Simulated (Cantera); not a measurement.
A perfectly stirred reactor is fed with NO : N2 = 1 : 0.14 (molar parts), at 14000 Pa; it is held at 1500 K, and followed from long to short residence time.

Model: GRI-Mech 3.0 (53 species, 325 reactions), integrated in Cantera.

Q: What does this change do: temperature 1500 to 1975 K?

A: 
| quantity | before | after |
|---|---|---|
| x(NO) at τ = 6.30 s | 0.865 | 0.282 |
| x(O2) at τ = 6.30 s | 0.00581 | 0.297 |
| x(O) at τ = 6.30 s | 1.24e-6 | 0.000819 |
| x(NO2) at τ = 6.30 s | 0.000344 | 0.000225 |
| x(N2O) at τ = 6.30 s | 0.000229 | 2.64e-5 |
| x(NO) at τ = 76.0 ms | 0.877 | 0.857 |
| x(O2) at τ = 76.0 ms | 1.19e-5 | 0.00990 |
| x(O) at τ = 76.0 ms | 4.69e-7 | 0.000254 |
| x(NO2) at τ = 76.0 ms | 6.90e-5 | 0.000166 |
| x(N2O) at τ = 76.0 ms | 5.77e-5 | 0.000291 |

Q: What does this change do: pressure from 14000 Pa to 101000 Pa?

A: 
| quantity | before | after |
|---|---|---|
| x(NO) at τ = 6.30 s | 0.865 | 0.801 |
| x(O2) at τ = 6.30 s | 0.00581 | 0.0367 |
| x(O) at τ = 6.30 s | 1.24e-6 | 8.38e-7 |
| x(NO2) at τ = 6.30 s | 0.000344 | 0.00187 |
| x(N2O) at τ = 6.30 s | 0.000229 | 0.000213 |
| x(NO) at τ = 76.0 ms | 0.877 | 0.876 |
| x(O2) at τ = 76.0 ms | 1.19e-5 | 0.000233 |
| x(O) at τ = 76.0 ms | 4.69e-7 | 2.20e-7 |
| x(NO2) at τ = 76.0 ms | 6.90e-5 | 0.000446 |
| x(N2O) at τ = 76.0 ms | 5.77e-5 | 0.000175 |
